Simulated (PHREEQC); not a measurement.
Model water analysis in mmol/kgw, 25 °C, pH 6.83:

| constituent | mmol/kgw |
|---|---|
| Na | 72.4 |
| K | 2.59 |
| Ca | 12.5 |
| Mg | 16 |
| Cl | 107 |
| S(6) | 12.9 |
| Alkalinity (meq/kgw) | 2.14 |

Valence states are taken as typed.

All values are PHREEQC results (Pitzer model, pitzer.dat), not measurements.

No solid was allowed to form.

Q: Estimate the specific conductance.

A: specific conductance 13000 µS/cm.

Q: In which forms is C present?

A: HCO3- 80 %, CO2 20 % of the C.
